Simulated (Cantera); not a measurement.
Input (Python, Cantera) and output of one run.

```python
import numpy as np
import cantera as ct

gas_names = """
    H HO2 H2 H2O H2O2 O OH O2 O3 Zr ZrO ZrO2
""".split()
cond_names = """
    H2O(s) H2O(L) Zr(a) Zr(b) Zr(L) ZrO2(a) ZrO2(b) ZrO2(L)
""".split()


# ... load() reads the species with a 1 bar reference pressure and builds the phases ...
atoms = {
    'ZrO2': {'Zr': 1, 'O': 2},
    'H2': {'H': 2},
}
top_T = {}  # K; cautious upper limits of use, not melting points


# ... equilibrate(T, P, feed) seeds the gas with the atoms and calls Mixture.equilibrate('TP', solver="vcs", rtol=1e-11, max_steps=5000) ...
results = []
feed = {'ZrO2': 1, 'H2': 150}  # mol
T = 1723  # K
P = 10000  # Pa
mix = equilibrate(T, P, feed)
results.append((T, P, feed, dict(zip(mix.species_names, mix.species_moles))))
print(gas.report(threshold=0.0001))
for i in range(1, mix.n_phases):
    print(f"{mix.phase(i).name:16s} {mix.phase_moles(i):12.5e} mol")
```

Output:

```
       temperature   1723 K
          pressure   10000 Pa
           density   0.0014068 kg/m^3
  mean mol. weight   2.0154 kg/kmol
   phase of matter   gas

                          1 kg             1 kmol
                     ---------------   ---------------
          enthalpy        2.1715e+07        4.3764e+07  J
   internal energy        1.4607e+07        2.9438e+07  J
           entropy        1.0053e+05         2.026e+05  J/K
    Gibbs function       -1.5149e+08       -3.0532e+08  J
 heat capacity c_p             16478             33211  J/K
 heat capacity c_v             12353             24897  J/K

                      mass frac. Y      mole frac. X     chem. pot. / RT
                     ---------------   ---------------   ---------------
                 H        0.00028834        0.00057651            -10.66
                H2           0.99971           0.99942           -21.319
     [  +10 minor]        6.5828e-07        6.6647e-08

Zr(b)             4.78056e-06 mol
ZrO2(b)           9.99995e-01 mol
```

Equilibrium computed with Cantera from the NASA thermochemical tables; the gas is ideal and each condensed phase is pure.
